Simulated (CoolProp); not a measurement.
Aqueous ammonia as a coolant, at 20 °C, 1 atm.

The numbers come from the Melinder's fits for secondary coolants in CoolProp.

```tsv
mass %	freezing point (°C)	viscosity (mPa s)	conductivity (W/(m K))	density (kg/m³)	cp (kJ/(kg K))
1.2	-1.4	1.04	0.589	[?]	4.181
5.5	-6.8	1.10	0.558	974.9	4.188
9.7	[?]	[?]	0.532	958.6	4.194
13.9	-20.9	1.19	0.508	943.4	4.200
18.2	-31.2	1.26	0.487	928.8	4.207
22.4	-44.7	1.28	0.470	915.1	4.217
26.6	-63.4	1.26	0.457	901.9	4.229
```

Problem. Fill in the missing entries.

Solution. 
- 1.2, density (kg/m³): 992.9
- 9.7, freezing point (°C): -13.1
- 9.7, viscosity (mPa s): 1.14
